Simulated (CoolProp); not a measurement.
R1234ze(E) along the isotherm 420 K: fugacity coefficient from the reference equation and from simpler models built on Tc = 382.5 K, pc = 36.35 bar, ω = 0.313; each cubic takes its own stable root.

Computed with CoolProp (reference Helmholtz-energy equation of state, Thol 2016).

| p (bar) | phase | reference | van der Waals | Redlich-Kwong | Soave-Redlich-Kwong | Peng-Robinson |
|---|---|---|---|---|---|---|
| 0.287 | gas | 0.9980 | 0.9981 | 0.9980 | 0.9981 | 0.9978 |
| 0.434 | gas | 0.9970 | 0.9972 | 0.9969 | 0.9971 | 0.9967 |
| 0.654 | gas | 0.9954 | 0.9958 | 0.9953 | 0.9956 | 0.9950 |
| 0.987 | gas | 0.9931 | 0.9936 | 0.9930 | 0.9934 | 0.9924 |
| 1.49 | gas | 0.9896 | 0.9903 | 0.9894 | 0.9900 | 0.9886 |
| 2.25 | gas | 0.9843 | 0.9854 | 0.9840 | 0.9850 | 0.9828 |
| 3.39 | gas | 0.9763 | 0.9780 | 0.9759 | 0.9774 | 0.9742 |
| 5.11 | gas | 0.9645 | 0.9669 | 0.9638 | ? | 0.9613 |
| 7.71 | gas | 0.9467 | 0.9502 | 0.9457 | 0.9489 | 0.9421 |
| 11.6 | gas | 0.9205 | 0.9252 | 0.9188 | 0.9237 | 0.9137 |
| 17.5 | gas | 0.8815 | ? | 0.8786 | 0.8860 | 0.8718 |
| 26.5 | gas | ? | 0.8301 | ? | 0.8299 | 0.8103 |
| 39.9 | supercritical | 0.7402 | 0.7433 | 0.7315 | 0.7492 | 0.7238 |
| 60.2 | supercritical | 0.6197 | 0.6085 | 0.6054 | 0.6350 | 0.6057 |
| 90.9 | supercritical | 0.4874 | 0.4887 | 0.4800 | 0.5137 | 0.4831 |

Task: Some entries are withheld; supply them.

Result: 
- 5.11, Soave-Redlich-Kwong: 0.9660
- 17.5, van der Waals: 0.8875
- 26.5, reference: 0.8236
- 26.5, Redlich-Kwong: 0.8186
